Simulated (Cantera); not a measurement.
A closed system holds: 1 mol Ca(OH)2, 9.8 mol H2O, at 1573.15 K and 16.0 mbar.

These are equilibrium values from Cantera (NASA tables, ideal gas, pure condensed phases), not measurements of a reactor. Candidate condensed phases: Ca, CaO, Ca(OH)2, H2O; 14 gas species. Rates play no part.

What is the equilibrium state?


| Property | Result |
|---|---|
| x(H2O) | 0.998 |
| x(H2) | 0.00147 |
| x(O2) | 0.000663 |
| x(OH) | 0.000302 |
| x(H) | 1.24e-5 |
| x(O) | 2.13e-6 |
| x(Ca(OH)2) | 1.44e-6 |
| n(CaO(s)) | 1.000 mol |
| gas amount | 10.81 mol |
| log10 activity of Ca(l) (absent) | -13.03 |
